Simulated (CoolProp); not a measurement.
The numbers come from the reference Helmholtz-energy equation of state, Lemmon 2013 in CoolProp.

Q: For propylene, give the phase and the cp (kJ/(kg K)), speed of sound (m/s), Joule-Thomson coefficient (K/MPa), conductivity (mW/(m K)) at -21.35 °C and 0.101 MPa; 22.55 °C and 0.101 MPa; 44.55 °C and 0.101 MPa.

A: 
- -21.35 °C and 0.101 MPa: gas; cp 1.40, speed of sound 237, Joule-Thomson coefficient 28.9, conductivity 12.8
- 22.55 °C and 0.101 MPa: gas; cp 1.54, speed of sound 256, Joule-Thomson coefficient 17.6, conductivity 16.9
- 44.55 °C and 0.101 MPa: gas; cp 1.62, speed of sound 265, Joule-Thomson coefficient 14.2, conductivity 19.2

Thermal conductivity comes from a separate model (Huber 2003), an estimate that may be off by 10 % or more.
